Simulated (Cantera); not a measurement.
## c-C4F8 + CH4 (fluorocarbon and chlorocarbon gases)

Feed: 1 mol c-C4F8, 0.016 mol CH4, held at 600 K and 100 Torr.

These are equilibrium values from Cantera (NASA tables, ideal gas, pure condensed phases), not measurements of a reactor. Candidate condensed phases: C, C6H6, C7H8, C8H18; 95 gas species. The feed counts by its element totals alone. Condensed phases not in the tables: fluorocarbon polymer. Gases not in the tables: C2F6 and larger saturated fluorocarbons. Kinetics and transport are ignored.

| Item | Value |
|---|---|
| x(CF4) | 0.969 |
| x(HF) | 0.0312 |
| n(C(graphite)) | 2.03 mol |
| gas amount | 2.048 mol |
